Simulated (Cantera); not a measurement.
Feed: 1 mol CaCO₃, a varied amount of C, 0.032 mol CO₂, 1.6 mol H₂, held at 773 K and 67.0 Pa.

Equilibrium computed with Cantera from the NASA thermochemical tables; the gas is ideal and each condensed phase is pure. Candidate condensed phases: C, C₆H₆, C₇H₈, C₈H₁₈, Ca, CaCO₃, CaO, Ca(OH)₂, H₂O; 115 gas species. Equilibrium is a limit: real reactors are often held back by kinetics, nucleation or transport.

Problem. Which condensed phases are stable at each of these points (n(C) (mol)): 0.045, 0.054, 0.066, 0.08, 0.098, 0.12, 0.14, 0.18, 0.21, 0.26, 0.32, 0.38, 0.47?

Solution. 
| n(C) (mol) | condensed phases | Ca condensed (%) |
|---|---|---|
| 0.045 | CaCO₃(calcite) + CaO(s) | 100.0 |
| 0.054 | CaCO₃(calcite) + CaO(s) | 100.0 |
| 0.066 | CaCO₃(calcite) + CaO(s) | 100.0 |
| 0.08 | CaCO₃(calcite) + CaO(s) | 100.0 |
| 0.098 | CaCO₃(calcite) + CaO(s) | 100.0 |
| 0.12 | CaCO₃(calcite) + CaO(s) | 100.0 |
| 0.14 | CaCO₃(calcite) + CaO(s) | 100.0 |
| 0.18 | CaCO₃(calcite) + CaO(s) | 100.0 |
| 0.21 | CaCO₃(calcite) + CaO(s) | 100.0 |
| 0.26 | CaCO₃(calcite) + CaO(s) | 100.0 |
| 0.32 | CaO(s) | 100.0 |
| 0.38 | CaO(s) | 100.0 |
| 0.47 | CaO(s) | 100.0 |

From 0.045 mol C to 0.26 mol C the condensed part is CaCO₃(calcite) + CaO(s). From 0.32 mol C to 0.47 mol C the condensed part is CaO(s).
